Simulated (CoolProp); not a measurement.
Vapour-liquid equilibrium of fluoroethane (R161) (1) + R1234yf (2) at 190.8 K; x and y are mole fractions of (1).

Model: multi-fluid Helmholtz-energy mixture model, Wu 2012 and Lemmon 2022; pair parameters Bell 2016, in CoolProp.

Question: Give the bubble pressure and the first vapour's composition at x = 0.35, 0.8, 0.95. Is there an azeotrope?

Answer: x = 0.35: 0.005878 MPa, y = 0.487; x = 0.8: 0.006999 MPa, y = 0.847; x = 0.95: 0.007243 MPa, y = 0.960. No azeotrope shows between x = 0.05 and 0.95.

Pair parameters are fitted to limited data, so mixtures are less certain than the pure fluids.
